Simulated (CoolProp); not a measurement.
The fluid at 293.15 K and 0.286 MPa flows at 6.4 m/s in a round tube of 20 mm bore and 0.25 µm roughness, fully developed (64/Re and Nu = 3.66 if laminar; Colebrook and Gnielinski if turbulent). The same conditions are run with several fluids, on thermodynamics alone (safety and materials aside).

Model: reference Helmholtz-energy equation of state of each fluid (oxygen: Schmidt 1985; propane: Lemmon 2009; CH2F2 (R32): Tillner-Roth 1997; R143a: Lemmon and Jacobsen 2000; R13: Platzer 1990), in CoolProp. The equations of Platzer and Polt are older, rougher fits.

```
fluid        Reynolds number  Darcy friction factor  pressure drop (Pa/m)  heat-transfer coefficient (W/(m² K))  mass flow (kg/h)
-----------  ---------------  ---------------------  --------------------  ------------------------------------  ----------------
oxygen                 23700                 0.0249                  95.8                                  76.8              27.2
propane                87100                 0.0186                   104                                   152              39.4
CH2F2 (R32)            61800                 0.0200                   130                                  94.2              45.9
R143a                 121000                 0.0174                   185                                   157              75.3
R13                   114000                 0.0176                   227                                   127              91.3
```

Transport values come from each fluid's own correlations; those of CH2F2 (R32), R143a, R13 are estimates that may be off by 10 % or more.
